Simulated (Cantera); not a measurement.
**Calcination and drying: LiOH + H2 + H2O**

Feed: 1 mol LiOH, 1.3 mol H2, 0.35 mol H2O, at 1325 °C and 18.0 mbar.

Equilibrium computed with Cantera from the NASA thermochemical tables; the gas is ideal and each condensed phase is pure. Candidate condensed phases: H2O, Li, LiH, LiOH, Li2O; 17 gas species. Kinetics and transport are ignored.

* **x(H2)**: 0.511
* **x(LiOH)**: 0.255
* **x(H2O)**: 0.218
* **x(Li)**: 0.0143
* **x(Li2O)**: 0.000825
* **x(Li2(OH)2)**: 0.000435
* **x(H)**: 0.000284
* **x(LiH)**: 7.69e-5
* **x(OH)**: 4.73e-6
* **n(Li2O(s))**: 0.160 mol
* **gas amount**: 2.508 mol
* **log10 activity of Li(l) (absent)**: -3.52
